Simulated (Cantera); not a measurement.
An isothermal, constant-pressure homogeneous reactor starts with CH4 : H2 : O2 = 0.0045 : 1 : 0.0021 (molar parts), at 2725 K and 0.0132 atm.

Computed with Cantera and GRI-Mech 3.0 (53 species, 325 reactions). Radical loss at walls, strong at low pressure, is not modelled.

x: mole fraction; the columns are a selection and need not sum to one.

| t (s) | x CH4 | x H2 | x O2 | x H2O | x H | x CO2 |
|---|---|---|---|---|---|---|
| 2.00e-6 | 0.00445 | 0.993 | 0.00209 | 3.24e-8 | 2.62e-5 | <1e-12 |
| 1.62e-5 | 0.00439 | 0.993 | 0.00208 | 6.30e-6 | 0.000280 | 3.47e-10 |
| 0.000131 | 0.00419 | 0.990 | 0.00192 | [?] | [?] | [?] |
| 0.00106 | 0.00297 | 0.970 | 2.53e-5 | 0.00403 | 0.0218 | 8.82e-7 |
| 0.00861 | [?] | 0.931 | [?] | [?] | [?] | [?] |
| 0.0697 | 1.16e-5 | 0.847 | 1.60e-9 | 0.000812 | 0.149 | 4.22e-7 |
| 0.565 | 5.36e-8 | 0.620 | <1e-12 | 6.53e-9 | 0.377 | 5.23e-12 |
| 4.57 | 3.93e-8 | 0.581 | <1e-12 | 4.50e-9 | 0.415 | 3.75e-12 |
| 37.0 | 3.93e-8 | 0.581 | <1e-12 | 4.50e-9 | 0.415 | 3.75e-12 |
| 300 | 3.93e-8 | 0.581 | <1e-12 | 4.50e-9 | 0.415 | 3.75e-12 |

Complete the blanks.


- 0.000131, x H2O: 0.000316
- 0.000131, x H: 0.00288
- 0.000131, x CO2: 4.67e-8
- 0.00861, x CH4: 0.000254
- 0.00861, x O2: 4.12e-9
- 0.00861, x H2O: 0.00356
- 0.00861, x H: 0.0631
- 0.00861, x CO2: 2.23e-7
